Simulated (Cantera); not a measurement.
A Cantera script and what it prints.

```python
import numpy as np
import cantera as ct

gas_names = """
    H HNO HNO2 HNO3 HO2 H2 H2O H2O2 N NH NH2 NH3 NH2OH NO NO2 NO3 N2 N2H2 N2H4 N2O O OH O2 O3 Si SiH
    SiH2 SiH3 SiH4 SiN SiO SiO2 Si2 Si2N Si3
""".split()
cond_names = """
    H2O(s) H2O(L) Si(cr) Si(L) SiO2(Lqz) SiO2(hqz) SiO2(L) Si2N2O(s) Si3N4(a)
""".split()


def load(file, names, dense=False):
    # The tables refer to 1 bar. Condensed volumes are neglected.
    table = {s.name: s for s in ct.Species.list_from_file(file)}
    out = []
    for n in names:
        d = dict(table[n].input_data)
        d["thermo"] = dict(d["thermo"], **{"reference-pressure": 1e5})
        if dense:
            d["equation-of-state"] = {"model": "constant-volume", "density": "1e6 g/cm^3"}
        out.append(ct.Species.from_dict(d))
    return out


gas = ct.Solution(thermo="ideal-gas", species=load("nasa_gas.yaml", gas_names))
cond = {s.name: ct.Solution(thermo="fixed-stoichiometry", species=[s], name=s.name)
        for s in load("nasa_condensed.yaml", cond_names, dense=True)}
atoms = {
    'Si': {'Si': 1},
    'N2O': {'N': 2, 'O': 1},
    'H2': {'H': 2},
}
top_T = {'Si2N2O(s)': 2100, 'Si3N4(a)': 2400}  # K; cautious upper limits of use, not melting points


def equilibrate(T, P, feed):
    n = {}
    for name, mol in feed.items():
        for a, k in atoms[name].items():
            n[a] = n.get(a, 0.0) + k * mol
    gas.TPX = T, P, n
    mass = sum(n.values()) * gas.mean_molecular_weight
    gas.equilibrate("TP")
    valid = [c for c in cond.values() if c.min_temp <= T <= top_T.get(c.name, c.max_temp)]
    mix = ct.Mixture([(gas, mass / gas.mean_molecular_weight)] + [(c, 0.0) for c in valid])
    mix.T, mix.P = T, P
    mix.equilibrate("TP", solver="vcs", rtol=1e-11, max_steps=5000)
    return mix


results = []
feed = {'Si': 1, 'N2O': 0.051, 'H2': 34}  # mol
P = 7.6  # Pa
for T in [1173, 1223, 1273, 1323, 1373, 1423, 1473, 1523, 1573, 1623, 1673, 1723, 1773]:
    mix = equilibrate(T, P, feed)
    results.append((T, P, feed, dict(zip(mix.species_names, mix.species_moles))))

top = {s: max(r[3][s] / sum(r[3][g] for g in gas_names) for r in results) for s in gas_names}
cols = sorted((s for s in top if top[s] > 0.0001), key=lambda s: -top[s])[:8]
seen = [c for c in cond_names if any(r[3].get(c, 0) > 1e-12 for r in results)]
print("log10 of partial pressures in bar; condensed amounts in mol")
print(f"{'T/K':>10s}" + "".join(f"{s[:9]:>10s}" for s in cols + seen))
for T, P, feed, n in results:
    ng = sum(n[g] for g in gas_names)
    print(f"{T:10.4g}" + "".join(f"{np.log10(max(n[s] / ng * P / 1e5, 1e-99)):10.3f}" for s in cols)
          + "".join(f"{n.get(c, 0):10.4g}" for c in seen))
```

Output:

```
log10 of partial pressures in bar; condensed amounts in mol
       T/K        H2         H        Si       SiO        N2       SiH       Si2    Si(cr)     Si(L) Si2N2O(s)
      1173    -4.119    -8.988   -12.305    -9.210    -9.210   -13.112   -16.504    0.8983         0   0.05072
      1223    -4.119    -8.582   -11.492    -8.454    -8.454   -12.439   -15.445    0.8996         0   0.04943
      1273    -4.119    -8.207   -10.744    -7.758    -7.758   -11.819   -14.470    0.9058         0   0.04319
      1323    -4.120    -7.860   -10.052    -7.116    -7.116   -11.247   -13.570    0.9323         0   0.01668
      1373    -4.121    -7.538    -9.411    -6.944    -6.944   -10.717   -12.736    0.9488         0         0
      1423    -4.121    -7.238    -8.816    -6.945    -6.945   -10.225   -11.961    0.9483         0         0
      1473    -4.121    -6.958    -8.262    -6.945    -6.945    -9.767   -11.240    0.9464         0         0
      1523    -4.122    -6.697    -7.744    -6.945    -6.945    -9.339   -10.567    0.9406         0         0
      1573    -4.123    -6.452    -7.260    -6.946    -6.946    -8.940    -9.938    0.9234         0         0
      1623    -4.125    -6.223    -6.806    -6.947    -6.947    -8.566    -9.348    0.8763         0         0
      1673    -4.129    -6.008    -6.379    -6.950    -6.950    -8.215    -8.794    0.7539         0         0
      1723    -4.135    -5.807    -6.007    -6.955    -6.956    -7.917    -8.332         0    0.4848         0
      1773    -4.146    -5.619    -5.704    -6.963    -6.965    -7.686    -7.992         0         0         0
```

Method: chemical equilibrium by Gibbs-energy minimisation in Cantera with the NASA 1993 tables (ideal gas, pure condensed phases). Mutual solubility and eutectic melting of coexisting phases are not modelled. Gases not in the tables: Si2H6 and higher silanes.
